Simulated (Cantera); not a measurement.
## Equilibrium for carbon deposition, reforming and gasification: C₂H₆ + CO₂ + H₂ + NH₃

Input: 1 mol C₂H₆, 0.53 mol CO₂, 4.2 mol H₂, 0.18 mol NH₃, held at 20000 Pa.

These are equilibrium values from Cantera (NASA tables, ideal gas, pure condensed phases), not measurements of a reactor. Candidate condensed phases: C, C₆H₆, C₇H₈, C₈H₁₈, H₂O; 136 gas species. Kinetics and transport are ignored.

```json
[
 {"T (°C)": "1577", "x H₂": "0.865", "x CO": "0.123", "x N₂": "0.0101", "x H": "0.00112", "x HCN": "0.000726", "x C₂H₂ (acetylene)": "0.000226", "n C(graphite)": "1.46"},
 {"T (°C)": "1602", "x H₂": "0.865", "x CO": "0.123", "x N₂": "0.0100", "x H": "0.00136", "x HCN": "0.000811", "x C₂H₂ (acetylene)": "0.000274", "n C(graphite)": "1.46"},
 {"T (°C)": "1627", "x H₂": "0.864", "x CO": "0.123", "x N₂": "0.00996", "x H": "0.00165", "x HCN": "0.000904", "x C₂H₂ (acetylene)": "0.000330", "n C(graphite)": "1.46"},
 {"T (°C)": "1652", "x H₂": "0.864", "x CO": "0.123", "x N₂": "0.00990", "x H": "0.00199", "x HCN": "0.00100", "x C₂H₂ (acetylene)": "0.000395", "n C(graphite)": "1.45"},
 {"T (°C)": "1677", "x H₂": "0.863", "x CO": "0.123", "x N₂": "0.00984", "x H": "0.00238", "x HCN": "0.00111", "x C₂H₂ (acetylene)": "0.000472", "n C(graphite)": "1.45"},
 {"T (°C)": "1702", "x H₂": "0.863", "x CO": "0.123", "x N₂": "0.00978", "x H": "0.00284", "x HCN": "0.00123", "x C₂H₂ (acetylene)": "0.000560", "n C(graphite)": "1.45"},
 {"T (°C)": "1727", "x H₂": "0.862", "x CO": "0.123", "x N₂": "0.00971", "x H": "0.00338", "x HCN": "0.00135", "x C₂H₂ (acetylene)": "0.000662", "n C(graphite)": "1.45"},
 {"T (°C)": "1752", "x H₂": "0.861", "x CO": "0.123", "x N₂": "0.00964", "x H": "0.00399", "x HCN": "0.00148", "x C₂H₂ (acetylene)": "0.000779", "n C(graphite)": "1.44"},
 {"T (°C)": "1777", "x H₂": "0.860", "x CO": "0.123", "x N₂": "0.00956", "x H": "0.00471", "x HCN": "0.00162", "x C₂H₂ (acetylene)": "0.000913", "n C(graphite)": "1.44"},
 {"T (°C)": "1802", "x H₂": "0.859", "x CO": "0.123", "x N₂": "0.00947", "x H": "0.00552", "x HCN": "0.00177", "x C₂H₂ (acetylene)": "0.00107", "n C(graphite)": "1.43"},
 {"T (°C)": "1827", "x H₂": "0.858", "x CO": "0.123", "x N₂": "0.00938", "x H": "0.00645", "x HCN": "0.00192", "x C₂H₂ (acetylene)": "0.00124", "n C(graphite)": "1.43"}
]
```
x: gas mole fraction; n: condensed amount in mol.

From 1577 °C to 1827 °C the condensed part is C(graphite). The main C-bearing gas is CO throughout. The share of C in condensed phases is highest at 1577 °C (57.7 %) and lowest at 1827 °C (56.5 %).
